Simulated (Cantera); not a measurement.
A perfectly stirred reactor is fed with CH4 : N2 = 4.6 : 3.1 (molar parts), at 0.118 atm; it is held at 1500 K, and followed from long to short residence time.

Detailed kinetics in Cantera: GRI-Mech 3.0 (53 species, 325 reactions). GRI-Mech 3.0 stops at C3 and has no aromatics, soot or wall deposition, so with more carbon than oxygen in the feed, carbon stays in small species such as C2H2 where larger ones or solid carbon would form.

x: mole fraction; the columns are a selection and need not sum to one.

| τ (s) | x CH4 | x C2H | x CH2 | x C2H2 | x C2H6 | x C2H4 |
|---|---|---|---|---|---|---|
| 5.7 | 0.202 | 1.03e-8 | 6.53e-9 | 0.122 | 7.08e-5 | [?] |
| 2.7 | 0.280 | 7.91e-9 | 8.29e-9 | 0.0968 | 0.000133 | [?] |
| 1.3 | 0.360 | 5.79e-9 | 1.04e-8 | 0.0711 | 0.000228 | [?] |
| 0.60 | 0.438 | 3.85e-9 | 1.32e-8 | 0.0457 | 0.000368 | [?] |
| 0.29 | 0.497 | 2.34e-9 | 1.59e-8 | 0.0263 | 0.000524 | 0.00562 |
| 0.13 | 0.544 | 1.09e-9 | 1.82e-8 | 0.0113 | 0.000674 | 0.00574 |
| 0.064 | 0.571 | 4.18e-10 | 1.82e-8 | 0.00400 | 0.000709 | [?] |
| 0.030 | 0.587 | 1.02e-10 | 1.49e-8 | 0.000860 | 0.000577 | [?] |
| 0.014 | 0.594 | 1.77e-11 | 9.55e-9 | 0.000115 | 0.000339 | [?] |
| 0.0067 | 0.596 | 2.88e-12 | 5.12e-9 | 1.20e-5 | 0.000150 | [?] |

**Question.** What belongs in the gaps?

**Answer.** 
- 5.7, x C2H4: 0.00251
- 2.7, x C2H4: 0.00277
- 1.3, x C2H4: 0.00346
- 0.60, x C2H4: 0.00460
- 0.064, x C2H4: 0.00443
- 0.030, x C2H4: 0.00229
- 0.014, x C2H4: 0.000774
- 0.0067, x C2H4: 0.000202
